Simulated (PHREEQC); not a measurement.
Model water analysis in mg/L, 20 °C, pH 7.16, pe 11.5:

```csv
constituent,mg/L
Na,64.9
K,145
Ca,125
Mg,22.1
Cl,90.2
S(6) as SO4,332
Alkalinity as HCO3,297
N(5) as NO3,0.312
Li,0.687
```

Valence states are taken as typed.

All values are PHREEQC results (ion-association model, phreeqc.dat), not measurements.

Task: The ionic strength comes out as 0.0193 mol/kgw. What activity coefficients do KSO4-, K+, Ca+2, MgHCO3+, HCO3- get?

Result: KSO4- 0.88, K+ 0.87, Ca+2 0.59, MgHCO3+ 0.87, HCO3- 0.88.

This is a speciation only: nothing precipitates in the calculation. Complexes and solids missing from the database can't appear.
